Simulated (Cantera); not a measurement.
C + H₂O + CO₂ (carbon deposition, reforming and gasification)

Input: 1 mol C, 2.2 mol H₂O, 4.8 mol CO₂, at 0.100 bar.

Method: chemical equilibrium by Gibbs-energy minimisation in Cantera with the NASA 1993 tables (ideal gas, pure condensed phases). Candidate condensed phases: C, C₆H₆, C₇H₈, C₈H₁₈, H₂O; 110 gas species. Kinetics and transport are ignored.

From 1375 K to 2275 K nothing is condensed. The main C-bearing gas is CO₂ throughout.

| T (K) | x CO₂ | x H₂O | x CO | x H₂ |
|---|---|---|---|---|
| 1375 | 0.519 | 0.231 | 0.206 | 0.0442 |
| 1525 | 0.512 | 0.238 | 0.213 | 0.0368 |
| 1675 | 0.507 | 0.243 | 0.218 | 0.0316 |
| 1825 | 0.503 | 0.247 | 0.222 | 0.0278 |
| 1975 | 0.500 | 0.249 | 0.225 | 0.0250 |
| 2125 | 0.495 | 0.249 | 0.228 | 0.0229 |
| 2275 | 0.481 | 0.245 | 0.236 | 0.0218 |
x: gas mole fraction; nothing condenses.
